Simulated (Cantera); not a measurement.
Mixture: CH₄ : O₂ : N₂ = 1 : 1.67 : 6.27 (molar parts), at 760 Torr, adiabatic and at constant pressure. Ignition delay is the time to a rise of 400 K.

Detailed kinetics in Cantera: GRI-Mech 3.0 (53 species, 325 reactions).

Problem. What does this change do: 0.28 parts CO2 added?

Solution. 
| quantity | before | after |
|---|---|---|
| delay at 1300 K | 12.8 ms | 13.5 ms |
| delay at 1400 K | 3.74 ms | 3.95 ms |
| delay at 1500 K | 1.25 ms | 1.31 ms |
| delay at 1600 K | 0.486 ms | 0.508 ms |
| apparent activation energy between 1550 and 1650 K | 180 kJ/mol | 190 kJ/mol |
